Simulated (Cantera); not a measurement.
Charge: 1 mol Ta(OEt)₅, 2.3 mol CO₂, 37 mol H₂, equilibrated at 1500 Torr.

Cantera equilibrium calculation (NASA polynomials, part measured and part estimated; ideal gas, pure solids and liquids). Candidate condensed phases: C, C₆H₆, C₇H₈, C₈H₁₈, H₂O, Ta, TaC, Ta₂O₅; 113 gas species. The feed counts by its element totals alone. TaC: taken at fixed stoichiometry. Condensed phases not in the tables: Ta₂C. Rates play no part.

log p: log10 of the partial pressure in bar; n: condensed amount in mol.

| T (K) | log p H₂ | log p CO | log p CH₄ | log p H | log p C₂H₂ (acetylene) | log p H₂O | n C(graphite) | n TaC(s) |
|---|---|---|---|---|---|---|---|---|
| 1398 | 0.22 | -0.49 | -1.92 | ? | -5.39 | -2.69 | 1.41 | 1.00 |
| 1498 | 0.22 | -0.49 | -2.14 | ? | -4.83 | -3.02 | 1.52 | 1.00 |
| 1598 | 0.22 | -0.49 | -2.34 | ? | -4.35 | -3.32 | 1.58 | 1.00 |
| 1698 | 0.22 | -0.49 | -2.51 | ? | -3.92 | -3.58 | 1.61 | 1.00 |
| 1798 | 0.22 | -0.49 | -2.66 | ? | -3.54 | -3.81 | 1.62 | 1.00 |
| 1898 | 0.22 | -0.49 | -2.80 | ? | -3.20 | -4.01 | 1.62 | 1.00 |
| 1998 | 0.22 | -0.49 | -2.92 | ? | -2.90 | -4.19 | 1.59 | 1.00 |
| 2098 | 0.22 | -0.49 | -3.04 | ? | -2.62 | -4.36 | 1.53 | 1.00 |

Task: Fill in the missing entries.

Result: 
- 1398, log p H: -5.21
- 1498, log p H: -4.65
- 1598, log p H: -4.16
- 1698, log p H: -3.73
- 1798, log p H: -3.34
- 1898, log p H: -3.00
- 1998, log p H: -2.68
- 2098, log p H: -2.40
